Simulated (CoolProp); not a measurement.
A simple Rankine cycle with water: condensing at 304.15 K, boiler at 7.62 MPa, turbine inlet 566.8 K, turbine efficiency 0.8, pump efficiency 0.6, no recuperator. Each further row changes one setting.

The numbers come from the reference Helmholtz-energy equation of state, Wagner 2002 in CoolProp.

```tsv
case	thermal efficiency (%)	net work (kJ/kg)	heat in (kJ/kg)	turbine exit temperature (K)	volume ratio over the turbine
as stated	30.5	?	2630	304.1	?
turbine inlet 586.8 K	30.8	839	?	304.1	?
condensing temperature 296.15 K	?	839	2670	296.2	1440
boiler pressure 5.33 MPa	29.8	819	?	304.1	604
turbine efficiency 0.7	26.7	702	2630	304.1	?
```

Q: Fill in the missing entries.

A: 
- as stated, net work (kJ/kg): 804
- as stated, volume ratio over the turbine: 931
- turbine inlet 586.8 K, heat in (kJ/kg): 2730
- turbine inlet 586.8 K, volume ratio over the turbine: 868
- condensing temperature 296.15 K, thermal efficiency (%): 31.5
- boiler pressure 5.33 MPa, heat in (kJ/kg): 2750
- turbine efficiency 0.7, volume ratio over the turbine: 983

The expansion ends wet for: as stated; turbine inlet 586.8 K; condensing temperature 296.15 K; boiler pressure 5.33 MPa; turbine efficiency 0.7.
